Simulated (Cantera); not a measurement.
A perfectly stirred reactor is fed with 31.6 % H₂, 14.4 % O₂, 54.0 % N₂, at 1200000 Pa; it is adiabatic with a 798 K inlet, and is followed from long to short residence time, starting on the burning branch (τ in s: 0.23, 0.099, 0.042, 0.018, 0.0077, 0.0033, 0.0014, 0.00059, 0.00025, 0.00011, 4.6e-05, 1.9e-05).

Computed with Cantera and the H2/O2 subset of GRI-Mech 3.0, which has no nitrogen chemistry. The hydrogen kinetics of GRI-Mech 3.0 are dated; newer H2 mechanisms differ, most at raised pressure. The pressure lies above the range GRI-Mech 3.0 was tuned for (to about 10 atm).

### Question
Predict: blow-out, bracketed by the residence times tried; x(H₂) at τ = 0.230 s; x(O₂) at τ = 0.230 s; x(HO₂) at τ = 0.230 s; x(H₂O) at τ = 0.230 s; x(H) at τ = 0.230 s; x(H₂) at τ = 1.40 ms; x(O₂) at τ = 1.40 ms; x(HO₂) at τ = 1.40 ms; x(H₂O) at τ = 1.40 ms; x(H) at τ = 1.40 ms.

### Answer
- blow-out, bracketed by the residence times tried: burning at 19.0 µs, the shortest tried
- x(H₂) at τ = 0.230 s: 0.0397
- x(O₂) at τ = 0.230 s: 0.00189
- x(HO₂) at τ = 0.230 s: 2.57e-6
- x(H₂O) at τ = 0.230 s: 0.319
- x(H) at τ = 0.230 s: 0.00411
- x(H₂) at τ = 1.40 ms: 0.0402
- x(O₂) at τ = 1.40 ms: 0.00211
- x(HO₂) at τ = 1.40 ms: 2.87e-6
- x(H₂O) at τ = 1.40 ms: 0.319
- x(H) at τ = 1.40 ms: 0.00433
